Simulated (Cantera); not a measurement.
Input: 1 mol Si3N4, 0.036 mol H2O, 8.3 mol H2, held at 1923.15 K and 30.8 Torr.

Cantera equilibrium calculation (NASA polynomials, part measured and part estimated; ideal gas, pure solids and liquids). Candidate condensed phases: H2O, Si, SiO2, Si2N2O, Si3N4; 35 gas species. The tables' values for SiN are old estimates; treat these amounts as uncertain. Gases not in the tables: Si2H6 and higher silanes. The numbers say what is thermodynamically allowed, not how fast it happens.

Base state: H2 0.799, N2 0.192, H 0.00416, SiO 0.00346, Si 0.000415, SiH 6.14e-5, SiH2 5.39e-5, Si2N 1.64e-5 (mole fractions); condensed: Si(l).

What changes in the equilibrium state with this change: pressure from 30.8 Torr to 1 atm?


```
species           before     after
--------------  --------  --------
H2                 0.799     0.940
N2                 0.192    0.0568
SiO              0.00346   0.00198
H                0.00416  0.000908
Si              0.000415   1.68e-5
SiN              1.16e-5   1.27e-6
Si2N             1.64e-5   1.79e-6
Si(l), mol          2.96     0.727
Si2N2O(s), mol         0    0.0184
Si3N4(s), mol          0     0.739
```
Mutual solubility and eutectic melting of coexisting phases are not modelled.

What changes in the equilibrium state with this change: temperature from 1923.15 K to 1073.15 K?


```tsv
species	before	after
H2	0.799	0.999
N2	0.192	0.00144
H	0.00416	6.94e-8
SiO	0.00346	<1e-9
Si	0.000415	<1e-9
SiH	6.14e-5	<1e-9
SiH2	5.39e-5	<1e-9
Si2N	1.64e-5	<1e-9
Si(l), mol	2.96	0
Si2N2O(s), mol	0	0.0360
Si3N4(s), mol	0	0.976
```
Mutual solubility and eutectic melting of coexisting phases are not modelled.
